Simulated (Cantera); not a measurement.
A closed system holds: 1 mol CaCO3, 0.28 mol O2, 0.098 mol CO2, equilibrated at 902 °C.

Cantera equilibrium calculation (NASA polynomials, part measured and part estimated; ideal gas, pure solids and liquids). Candidate condensed phases: C, Ca, CaCO3, CaO; 15 gas species. Mutual solubility and eutectic melting of coexisting phases are not modelled. Rates play no part.

### Question
Which condensed phases are stable at each of these points (P (Pa)): 1000, 3500, 13000, 45000, 160000, 560000, 2000000?

### Answer
```json
[
 {"P (Pa)": "1000", "condensed phases": "CaO(s)", "Ca condensed (%)": "100.0"},
 {"P (Pa)": "3500", "condensed phases": "CaO(s)", "Ca condensed (%)": "100.0"},
 {"P (Pa)": "13000", "condensed phases": "CaO(s)", "Ca condensed (%)": "100.0"},
 {"P (Pa)": "45000", "condensed phases": "CaO(s)", "Ca condensed (%)": "100.0"},
 {"P (Pa)": "160000", "condensed phases": "CaCO3(calcite) + CaO(s)", "Ca condensed (%)": "100.0"},
 {"P (Pa)": "560000", "condensed phases": "CaCO3(calcite)", "Ca condensed (%)": "100.0"},
 {"P (Pa)": "2000000", "condensed phases": "CaCO3(calcite)", "Ca condensed (%)": "100.0"}
]
```

From 1000 Pa to 45000 Pa the condensed part is CaO(s). At 160000 Pa the condensed part is CaCO3(calcite) + CaO(s). From 560000 Pa to 2000000 Pa the condensed part is CaCO3(calcite).
